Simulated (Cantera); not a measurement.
An adiabatic, constant-volume homogeneous reactor starts with CH₄ : O₂ : N₂ = 1 : 0.8 : 3.01 (molar parts), at 1448 K and 13500 Torr. Integrator tolerance rtol = 1e-08.

Cantera simulation using GRI-Mech 3.0 (53 species, 325 reactions); the numbers are that mechanism's predictions, not measurements. The pressure lies above the range GRI-Mech 3.0 was tuned for (to about 10 atm).

**Question.** What does this change do: initial temperature 1448 to 1625 K?

**Answer.** 
```tsv
quantity	before	after
time of steepest temperature rise	0.259 ms	50.2 µs
temperature at 0.100 s	2530 K	2692 K
equilibrium temperature	2530 K	2692 K
x(CH₄) at 0.100 s	1.08e-7 (gas-phase equilibrium 1.20e-7)	5.19e-8 (gas-phase equilibrium 5.79e-8)
x(O₂) at 0.100 s	1.69e-7 (gas-phase equilibrium 1.69e-7)	7.68e-7 (gas-phase equilibrium 7.68e-7)
x(C₂H₂) at 0.100 s	3.60e-10 (gas-phase equilibrium 4.00e-10)	2.86e-10 (gas-phase equilibrium 3.18e-10)
x(HCO) at 0.100 s	1.89e-6 (gas-phase equilibrium 1.89e-6)	2.84e-6 (gas-phase equilibrium 2.84e-6)
x(N₂O) at 0.100 s	4.83e-9 (gas-phase equilibrium 4.83e-9)	1.30e-8 (gas-phase equilibrium 1.30e-8)
x(H) at 0.100 s	0.00226 (gas-phase equilibrium 0.00226)	0.00444 (gas-phase equilibrium 0.00444)
x(H₂O₂) at 0.100 s	1.75e-9 (gas-phase equilibrium 1.75e-9)	5.00e-9 (gas-phase equilibrium 5.00e-9)
```
